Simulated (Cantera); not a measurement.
Feed: 1 mol HBr, 0.7 mol O2, 0.12 mol H2, held at 1975 K and 10000 Pa.

Equilibrium computed with Cantera from the NASA thermochemical tables; the gas is ideal and each condensed phase is pure. Candidate condensed phases: Br2, H2O; 12 gas species. Equilibrium is a limit: real reactors are often held back by kinetics, nucleation or transport.

Base state: Br 0.420, H2O 0.272, O2 0.217, HBr 0.0797, OH 0.00535, Br2 0.00415, O 0.000811, H2 0.000441 (mole fractions); condensed: gas only.

Q: What changes in the equilibrium state with this change: HBr replaced by H2S?

A: 
```
species    before    after
-------  --------  -------
H2O         0.272    0.403
H2       0.000441    0.198
SO2             0    0.166
Br          0.420        0
O2          0.217  2.35e-6
S2              0    0.157
HBr        0.0797        0
SO              0   0.0406
H2S             0   0.0157
SH              0   0.0119
Br2       0.00415        0
S               0  0.00337
S2O             0  0.00264
```
Further candidate phases: H2SO4, S.

Q: What changes in the equilibrium state with this change: temperature from 1975 K to 2073.15 K?

A: 
```csv
species,before,after
Br,0.420,0.427
H2O,0.272,0.271
O2,0.217,0.214
HBr,0.0797,0.0743
H,9.08e-5,0.000252
H2,0.000441,0.000913
O,0.000811,0.00168
Br2,0.00415,0.00239
```
